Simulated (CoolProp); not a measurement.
A single-stage vapour-compression cycle with R410A: evaporating at 262.15 K (dew point), condensing at 286.15 K (bubble point), superheat 0 K, subcooling 5 K, compressor efficiency 0.8, no pressure losses. Each further row changes one setting.

Computed with CoolProp (reference Helmholtz-energy equation of state, Lemmon 2003). It is a pseudo-pure fit of the blend.

| case | cooling COP | pressure ratio | discharge temperature (K) | refrigerating effect (kJ/kg) | volumetric capacity (kJ/m³) |
|---|---|---|---|---|---|
| as stated | 7.92 | 2.15 | 302.5 | 205 | 4350 |
| evaporating temperature 267.15 K | 10.4 | 1.81 | 298.7 | 207 | 5200 |
| condensing temperature 281.15 K | 10.2 | 1.85 | 294.4 | 213 | 4520 |
| subcooling 10 K | 8.22 | 2.15 | 302.5 | 213 | 4520 |
| superheat 10 K | 7.80 | 2.15 | 313.5 | 215 | 4300 |
| compressor efficiency 0.7 | 6.93 | 2.15 | 305.9 | 205 | 4350 |
